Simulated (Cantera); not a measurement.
**Ignition delay**

Mixture: 13.6 % CH₄, 18.1 % O₂, 68.3 % N₂, at 0.523 atm, adiabatic and at constant pressure. Ignition delay is the time to a rise of 400 K.

Model: GRI-Mech 3.0 (53 species, 325 reactions), integrated in Cantera.

```json
[
 {"T0 (K)": "1250", "delay (ms)": "47.4"},
 {"T0 (K)": "1325", "delay (ms)": "17.2"},
 {"T0 (K)": "1400", "delay (ms)": "6.77"},
 {"T0 (K)": "1475", "delay (ms)": "2.90"},
 {"T0 (K)": "1550", "delay (ms)": "1.37"},
 {"T0 (K)": "1625", "delay (ms)": "0.710"}
]
```

The apparent activation energy between 1475 and 1625 K is 190 kJ/mol.
